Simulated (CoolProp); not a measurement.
C2F6 (R116) at 321.89 K and 0.872 MPa flows at 0.35 m/s in a round tube of 12.7 mm bore and 0.25 µm roughness, fully developed (64/Re and Nu = 3.66 if laminar; Colebrook and Gnielinski if turbulent). Each further row changes one setting.

The numbers come from the reference Helmholtz-energy equation of state, Lemmon 2006 in CoolProp. It is a short technical equation, of lower accuracy than the large ones.

```
case              Reynolds number  Darcy friction factor  pressure drop (Pa/m)  heat-transfer coefficient (W/(m² K))  mass flow (kg/h)
----------------  ---------------  ---------------------  --------------------  ------------------------------------  ----------------
as stated                   13900                      …                  6.63                                     …                 …
velocity 0.7 m/s            27900                 0.0239                  22.4                                  92.9              15.5
diameter 25.4 mm            27900                 0.0239                  2.80                                  46.4              30.9
```

Q: Complete the blanks.

A: 
- as stated, Darcy friction factor: 0.0284
- as stated, heat-transfer coefficient (W/(m² K)): 53.6
- as stated, mass flow (kg/h): 7.74

Viscosity comes from a separate model (Huber 2003), an estimate that may be off by 10 % or more. Thermal conductivity comes from a separate model (Huber 2003), an estimate that may be off by 10 % or more.
